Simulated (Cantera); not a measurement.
A closed system holds: 1 mol SiF4, 0.42 mol O2, a varied amount of H2, at 950 K and 62.0 Pa.

Equilibrium computed with Cantera from the NASA thermochemical tables; the gas is ideal and each condensed phase is pure. Candidate condensed phases: H2O, Si, SiO2; 38 gas species. Kinetics and transport are ignored.

log p: log10 of the partial pressure in bar; n: condensed amount in mol.

```csv
n(H2) (mol),log p HF,log p H2,log p SiF4,log p O2,log p H2O,n SiO2(β-quartz)
0.25,-3.75,-14.05,-3.48,-3.96,-5.29,0.118
0.54,-3.51,-13.31,-3.61,-4.32,-4.73,0.241
0.84,-3.40,…,-3.74,…,…,0.356
1.1,-3.44,-4.18,-3.79,<-15,-4.51,0.359
1.4,-3.49,-3.90,-3.84,<-15,-4.58,0.361
1.7,-3.53,-3.76,-3.89,<-15,-4.64,0.363
2,-3.57,-3.67,-3.93,<-15,-4.70,0.365
2.3,-3.61,-3.61,-3.97,<-15,-4.75,0.367
2.6,-3.64,-3.56,-4.01,<-15,-4.79,0.369
2.9,-3.67,-3.52,-4.04,<-15,-4.84,0.370
3.2,-3.70,-3.49,-4.07,<-15,-4.88,0.371
3.5,-3.72,-3.47,-4.10,<-15,-4.92,0.372
```

Some entries are withheld; supply them.


- 0.84, log p H2: -10.02
- 0.84, log p O2: -10.33
- 0.84, log p H2O: -4.44
